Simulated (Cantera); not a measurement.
Feed: 1 mol Fe2O3, 0.017 mol Cl2, 0.21 mol H2, equilibrated at 752 °C and 1 atm.

Method: chemical equilibrium by Gibbs-energy minimisation in Cantera with the NASA 1993 tables (ideal gas, pure condensed phases). Candidate condensed phases: Fe, FeCl2, FeCl3, FeO, Fe(OH)2, Fe(OH)3, Fe2O3, Fe3O4, H2O; 22 gas species. Mutual solubility and eutectic melting of coexisting phases are not modelled. Kinetics and transport are ignored.

What is the equilibrium state?


| Property | Result |
|---|---|
| x(H2O) | 0.850 |
| x(HCl) | 0.150 |
| x(FeCl2) | 5.91e-5 |
| x(H2) | 1.34e-5 |
| x(FeCl3) | 3.55e-6 |
| n(Fe2O3(s)) | 0.421 mol |
| n(Fe3O4(s)) | 0.386 mol |
| gas amount | 0.2270 mol |
| log10 activity of FeCl2(l) (absent) | -2.71 |
| log10 activity of Fe(OH)2(s) (absent) | -6.18 |
| log10 activity of Fe(α) (absent) | -6.75 |
